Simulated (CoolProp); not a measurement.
Properties of 1-butene along the isotherm 445.2 K.

Values from CoolProp's reference Helmholtz-energy equation of state, Lemmon 2005. It is a short technical equation, of lower accuracy than the large ones.

| p (MPa) | phase | density (kg/m³) | Joule-Thomson coefficient (K/MPa) | isothermal compressibility (1/MPa) | fugacity coefficient |
|---|---|---|---|---|---|
| 1.54 | gas | 26.48 | ___ | 0.7443 | 0.8923 |
| 3.08 | gas | 63.28 | ___ | 0.4670 | 0.7879 |
| 4.62 | supercritical | 128.2 | 11.96 | 0.4916 | 0.6848 |
| 6.16 | supercritical | ___ | 6.552 | 0.2942 | 0.5818 |
| 7.7 | supercritical | ___ | ___ | 0.07717 | 0.5013 |
| 9.24 | supercritical | 375.5 | 1.573 | 0.04118 | 0.4456 |
| 10.8 | supercritical | 395.7 | 1.058 | 0.02780 | 0.4053 |
| 12.3 | supercritical | ___ | 0.7664 | 0.02118 | 0.3765 |
| 13.9 | supercritical | 422.9 | 0.5601 | ___ | 0.3532 |
| 15.4 | supercritical | 432.8 | 0.4217 | 0.01421 | 0.3362 |
| 16.9 | supercritical | 441.5 | 0.3162 | 0.01227 | 0.3227 |
| 18.5 | supercritical | 449.6 | 0.2280 | 0.01072 | 0.3113 |
| 20 | supercritical | 456.5 | 0.1613 | 0.009581 | ___ |

Question: Complete the blanks.

Answer: 
- 1.54, Joule-Thomson coefficient (K/MPa): 8.441
- 3.08, Joule-Thomson coefficient (K/MPa): 10.08
- 6.16, density (kg/m³): 274.5
- 7.7, density (kg/m³): 344.7
- 7.7, Joule-Thomson coefficient (K/MPa): 2.672
- 12.3, density (kg/m³): 410.3
- 13.9, isothermal compressibility (1/MPa): 0.01690
- 20, fugacity coefficient: 0.3027
